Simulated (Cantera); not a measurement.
Feed: 1 mol Fe, 5.6 mol CO, 110 mol H2, 0.1 mol O2, at 7.50 Torr.

Cantera equilibrium calculation (NASA polynomials, part measured and part estimated; ideal gas, pure solids and liquids). Candidate condensed phases: C, C6H6, C7H8, C8H18, Fe, Fe(CO)5, FeO, Fe(OH)2, Fe(OH)3, Fe2O3, Fe3O4, H2O; 114 gas species. Equilibrium is a limit: real reactors are often held back by kinetics, nucleation or transport. All values below are at 1325 K.

Base state: H2 0.950, CO 0.0484, H2O 0.00168, CO2 4.61e-5, H 1.59e-5 (mole fractions); condensed: Fe(γ).

### Question
What changes in the equilibrium state with this change: pressure from 7.50 Torr to 750 Torr?

### Answer
```csv
species,before,after
H2,0.950,0.949
CO,0.0484,0.0477
H2O,0.00168,0.00246
CH4,1.19e-7,0.000798
H,1.59e-5,1.59e-6
CO2,4.61e-5,6.64e-5
"Fe(γ), mol",1.000,1.00
```
